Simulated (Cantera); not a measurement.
A perfectly stirred reactor is fed with CH4 : O2 : N2 : CO2 = 1 : 1.67 : 6.27 : 1.2 (molar parts), at 11.0 bar; it is adiabatic with a 448 K inlet, and is followed from long to short residence time, starting on the burning branch (τ in s: 0.22, 0.076, 0.026, 0.0091, 0.0031, 0.0011, 0.00037, 0.00013, 4.5e-05, 1.5e-05).

Detailed kinetics in Cantera: GRI-Mech 3.0 (53 species, 325 reactions).

Question: What does this change do: pressure from 11.0 bar to 3.60 bar?

Answer: 
| quantity | before | after |
|---|---|---|
| blow-out, bracketed by the residence times tried | burning at 0.370 ms, out at 0.130 ms | burning at 1.10 ms, out at 0.370 ms |
| x(CH4) at τ = 0.220 s | 5.50e-5 | 2.76e-5 |
| x(O2) at τ = 0.220 s | 6.31e-5 | 9.57e-5 |
| x(CO2) at τ = 0.220 s | 0.160 | 0.159 |
| x(HCO) at τ = 0.220 s | 1.63e-8 | 1.89e-8 |
| x(C2H6) at τ = 0.220 s | 3.84e-9 | 1.54e-9 |
| x(CH4) at τ = 1.10 ms | 0.00147 | 0.000303 |
| x(O2) at τ = 1.10 ms | 0.00472 | 0.00312 |
| x(CO2) at τ = 1.10 ms | 0.156 | 0.155 |
| x(HCO) at τ = 1.10 ms | 3.48e-7 | 1.13e-6 |
| x(C2H6) at τ = 1.10 ms | 7.92e-6 | 2.64e-7 |

Question: What does this change do: pressure from 11.0 bar to 0.380 bar?

Answer: 
```
quantity                                                                        before                                after
------------------------------------------------  ------------------------------------  -----------------------------------
blow-out, bracketed by the residence times tried  burning at 0.370 ms, out at 0.130 ms  burning at 1.10 ms, out at 0.370 ms
x(CH4) at τ = 0.220 s                                                          5.50e-5                              8.98e-6
x(O2) at τ = 0.220 s                                                           6.31e-5                             0.000941
x(CO2) at τ = 0.220 s                                                            0.160                                0.158
x(HCO) at τ = 0.220 s                                                          1.63e-8                              6.01e-8
x(C2H6) at τ = 0.220 s                                                         3.84e-9                             7.16e-11
x(CH4) at τ = 1.10 ms                                                          0.00147                             0.000463
x(O2) at τ = 1.10 ms                                                           0.00472                               0.0110
x(CO2) at τ = 1.10 ms                                                            0.156                                0.143
x(HCO) at τ = 1.10 ms                                                          3.48e-7                              7.31e-6
x(C2H6) at τ = 1.10 ms                                                         7.92e-6                              5.80e-8
```
